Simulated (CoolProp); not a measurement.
Saturation properties of methanol (Tc = 240.2 °C, pc = 8.216 MPa, ω = 0.565).

Values from CoolProp's reference Helmholtz-energy equation of state, de Reuck 1993.

```csv
T (°C),p (MPa),liquid density (kg/m³),vapour density (kg/m³),surface tension (mN/m),vapour viscosity (µPa s),liquid conductivity (mW/(m K))
1.35,0.004415,808.4,0.06286,24.2,8.88,205
4.85,0.005476,805.1,0.07709,23.8,8.99,204
8.35,0.006752,801.8,0.09400,23.6,9.10,203
11.85,0.008279,798.6,0.1140,23.3,9.21,203
15.35,0.01009,795.3,0.1375,23.0,9.32,202
18.85,0.01224,792.0,0.1651,22.7,9.43,201
22.45,0.01486,788.6,0.1982,22.4,9.54,201
25.95,0.01784,785.4,0.2357,22.1,9.65,200
29.45,0.02132,782.1,0.2790,21.8,9.76,199
```

It boils at 64.5 °C under 1 atm.

Viscosity comes from a separate model (Xiang 2006). Thermal conductivity comes from a separate model (Sykioti 2013). Surface tension comes from a separate correlation (Mulero 2012).
